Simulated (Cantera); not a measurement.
Cantera run:

```python
import numpy as np
import cantera as ct

gas_names = """
    CL CL2 H HCL H2 Si SiCL SiCL2 SiCL3 SiCL4 SiH SiHCL3 SiH2 SiH2CL2 SiH3 SiH3CL SiH4 Si2 Si3
""".split()
cond_names = """
    Si(cr) Si(L)
""".split()


# ... load() reads the species with a 1 bar reference pressure and builds the phases ...
atoms = {
    'Si2Cl6': {'Si': 2, 'CL': 6},
    'H2': {'H': 2},
    'HCl': {'H': 1, 'CL': 1},
}
top_T = {}  # K; cautious upper limits of use, not melting points


# ... equilibrate(T, P, feed) seeds the gas with the atoms and calls Mixture.equilibrate('TP', solver="vcs", rtol=1e-11, max_steps=5000) ...
results = []
T = 1750  # K
P = 110  # Pa
for m in [7, 15, 23, 31, 40, 48, 56, 64, 72, 80, 88, 96]:
    feed = {'Si2Cl6': 1, 'H2': m, 'HCl': 0.057}  # mol
    mix = equilibrate(T, P, feed)
    results.append((T, P, feed, dict(zip(mix.species_names, mix.species_moles))))

top = {s: max(r[3][s] / sum(r[3][g] for g in gas_names) for r in results) for s in gas_names}
cols = sorted((s for s in top if top[s] > 0.0001), key=lambda s: -top[s])[:6]
seen = [c for c in cond_names if any(r[3].get(c, 0) > 1e-12 for r in results)]
print("log10 of partial pressures in bar; condensed amounts in mol")
print(f"{'n(H2)':>10s}" + "".join(f"{s[:9]:>10s}" for s in cols + seen))
for T, P, feed, n in results:
    ng = sum(n[g] for g in gas_names)
    print(f"{feed['H2']:10.4g}" + "".join(f"{np.log10(max(n[s] / ng * P / 1e5, 1e-99)):10.3f}" for s in cols)
          + "".join(f"{n.get(c, 0):10.4g}" for c in seen))
```

Result:

```
log10 of partial pressures in bar; condensed amounts in mol
     n(H2)        H2       HCL     SiCL2         H        CL        Si     Si(L)
         7    -3.187    -3.648    -3.670    -5.227    -5.800    -5.907         0
        15    -3.082    -3.797    -3.990    -5.175    -6.002    -5.824    0.2648
        23    -3.046    -3.889    -4.210    -5.157    -6.112    -5.824    0.4728
        31    -3.027    -3.963    -4.376    -5.147    -6.195    -5.824    0.6193
        40    -3.015    -4.031    -4.526    -5.141    -6.270    -5.824    0.7417
        48    -3.007    -4.083    -4.637    -5.137    -6.326    -5.824    0.8259
        56    -3.001    -4.128    -4.734    -5.134    -6.374    -5.824    0.8938
        64    -2.997    -4.169    -4.820    -5.132    -6.417    -5.824    0.9496
        72    -2.993    -4.206    -4.897    -5.130    -6.456    -5.824     0.996
        80    -2.991    -4.240    -4.967    -5.129    -6.491    -5.824     1.035
        88    -2.988    -4.271    -5.032    -5.128    -6.523    -5.824     1.068
        96    -2.986    -4.300    -5.092    -5.127    -6.553    -5.824     1.096
```

Method: chemical equilibrium by Gibbs-energy minimisation in Cantera with the NASA 1993 tables (ideal gas, pure condensed phases). The feed counts by its element totals alone. The tables' values for SiCl, SiCl3 are old estimates; treat these amounts as uncertain. Gases not in the tables: Si2H6 and higher silanes.
